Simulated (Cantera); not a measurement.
A closed system holds: 1 mol Si, 0.0045 mol H2O, 67 mol N2, at 3700 Pa.

Cantera equilibrium calculation (NASA polynomials, part measured and part estimated; ideal gas, pure solids and liquids). Candidate condensed phases: H2O, Si, SiO2, Si2N2O, Si3N4; 35 gas species. N2 is the only nitrogen source here; it is nearly inert below about 1500 K, so the nitride shown seldom forms there in practice. Mutual solubility and eutectic melting of coexisting phases are not modelled. The tables' values for SiN are old estimates; treat these amounts as uncertain. Kinetics and transport are ignored.

x: gas mole fraction; n: condensed amount in mol.

```tsv
T (°C)	x N2	x Si	x H2	x SiO	n Si2N2O(s)	n Si3N4(s)	n Si(l)
877	1.000	<1e-12	6.78e-5	1.77e-12	0.00450	0.330	0
952	1.000	<1e-12	6.78e-5	7.40e-11	0.00450	0.330	0
1027	1.000	<1e-12	6.78e-5	2.00e-9	0.00450	0.330	0
1102	1.000	?	6.78e-5	?	0.00450	0.330	0
1177	1.000	?	6.76e-5	?	0.00447	0.330	0
1252	1.000	8.31e-9	6.73e-5	5.43e-6	0.00414	0.330	0
1327	1.000	1.06e-7	6.67e-5	4.57e-5	0.00147	0.331	0
1402	1.000	1.08e-6	6.54e-5	6.78e-5	0	0.332	0
1477	1.000	8.90e-6	6.30e-5	6.78e-5	0	0.332	0
1552	1.000	6.17e-5	5.90e-5	6.78e-5	0	0.330	0
1627	0.999	0.000341	5.20e-5	6.71e-5	0	0	0.966
```

Q: Some entries are withheld; supply them.

A: 
- 1177, x Si: 4.97e-10
- 1177, x SiO: 5.14e-7
- 1102, x Si: 2.18e-11
- 1102, x SiO: 3.74e-8
